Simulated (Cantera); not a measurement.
# Stirred combustor or abatement burner

A perfectly stirred reactor is fed with 8.76 % CH₄, 0.701 % H₂, 19.0 % O₂, 71.5 % N₂, at 0.360 bar; it is adiabatic with a 823 K inlet, and is followed from long to short residence time, starting on the burning branch (τ in s: 0.32, 0.14, 0.064, 0.029, 0.013, 0.0058, 0.0026, 0.0012, 0.00052, 0.00023, 0.0001, 4.7e-05).

Computed with Cantera and GRI-Mech 3.0 (53 species, 325 reactions).

| τ (s) | T (K) | x CH₄ | x H₂ | x O₂ | x CH₃ | x HO₂ | x O |
|---|---|---|---|---|---|---|---|
| 0.32 | 2395 | 7.52e-7 | 0.00749 | 0.0189 | 4.26e-7 | 1.77e-6 | 0.00205 |
| 0.14 | 2390 | 1.66e-6 | 0.00767 | 0.0194 | 9.36e-7 | 1.78e-6 | 0.00216 |
| 0.064 | 2380 | 3.43e-6 | 0.00803 | 0.0203 | 1.90e-6 | 1.80e-6 | 0.00236 |
| 0.029 | 2359 | 6.86e-6 | 0.00876 | 0.0216 | 3.70e-6 | 1.81e-6 | 0.00276 |
| 0.013 | 2319 | 1.33e-5 | 0.0101 | 0.0235 | 6.82e-6 | 1.84e-6 | 0.00347 |
| 0.0058 | 2261 | 2.52e-5 | 0.0119 | 0.0258 | 1.21e-5 | 1.99e-6 | 0.00456 |
| 0.0026 | 2191 | 4.86e-5 | 0.0140 | 0.0282 | 2.14e-5 | 2.38e-6 | 0.00591 |
| 0.0012 | 2123 | 9.54e-5 | 0.0158 | 0.0306 | 3.84e-5 | 3.05e-6 | 0.00720 |
| 0.00052 | 2056 | 0.000211 | 0.0174 | 0.0333 | 7.75e-5 | 4.27e-6 | 0.00822 |
| 0.00023 | 1999 | 0.000495 | 0.0186 | 0.0371 | 0.000168 | 6.74e-6 | 0.00842 |
| 0.00010 | 1935 | 0.00141 | 0.0200 | 0.0449 | 0.000442 | 1.52e-5 | 0.00699 |
| 4.7e-5 | 823 | 0.0876 | 0.00701 | 0.190 | <1e-12 | <1e-12 | <1e-12 |
x: mole fraction; the columns are a selection and need not sum to one.
